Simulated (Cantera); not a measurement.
# Thermodynamics of chemical vapour transport, feed MgO + HCl + O2

Input: 1 mol MgO, 0.034 mol HCl, a varied amount of O2, at 1648.15 K and 100000 Pa.

Method: chemical equilibrium by Gibbs-energy minimisation in Cantera with the NASA 1993 tables (ideal gas, pure condensed phases). Candidate condensed phases: H2O, Mg, MgCl2, MgO, Mg(OH)2; 22 gas species. Rates play no part.

```csv
n(O2) (mol),log p O2,log p HCl,log p H2O,log p Cl2,log p Cl,log p MgCl2,n MgO(s)
0.056,-0.22,-0.56,-1.27,-1.66,-1.67,-1.68,0.998
0.073,-0.17,-0.64,-1.34,-1.73,-1.70,-1.77,0.998
0.095,-0.14,-0.73,-1.41,-1.81,-1.74,-1.86,0.998
0.12,-0.11,-0.81,-1.48,-1.88,-1.78,-1.95,0.998
0.16,-0.09,-0.91,-1.58,-1.98,-1.83,-2.06,0.998
0.21,-0.07,-1.02,-1.67,-2.09,-1.88,-2.18,0.998
0.28,-0.05,-1.13,-1.77,-2.21,-1.94,-2.30,0.998
0.37,-0.04,-1.24,-1.87,-2.33,-2.00,-2.43,0.999
0.48,-0.03,-1.35,-1.97,-2.45,-2.06,-2.55,0.999
0.63,-0.02,-1.47,-2.07,-2.57,-2.13,-2.68,0.999
0.82,-0.02,-1.58,-2.17,-2.70,-2.19,-2.81,0.999
1.1,-0.01,-1.71,-2.28,-2.85,-2.26,-2.96,0.999
1.4,-0.01,-1.82,-2.37,-2.97,-2.32,-3.09,0.999
```
log p: log10 of the partial pressure in bar; n: condensed amount in mol.

From 0.056 mol O2 to 1.4 mol O2 the condensed part is MgO(s). The main Mg-bearing gas is MgCl2 throughout.
